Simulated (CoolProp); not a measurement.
Values from CoolProp's reference Helmholtz-energy equation of state, Schroeder 2014.

For ethanol, give the phase and the Z, speed of sound (m/s), viscosity (µPa s), Prandtl number at 518.4 K and 4820 kPa; 518.4 K and 9640 kPa.


- 518.4 K and 4820 kPa: gas; Z 0.700, speed of sound 248, viscosity 17.0, Prandtl number 1.21
- 518.4 K and 9640 kPa: supercritical; Z 0.220, speed of sound 336, viscosity 62.6, Prandtl number 2.82

Viscosity comes from a separate model (Kiselev 2005). Thermal conductivity comes from a separate model (Assael 2013).
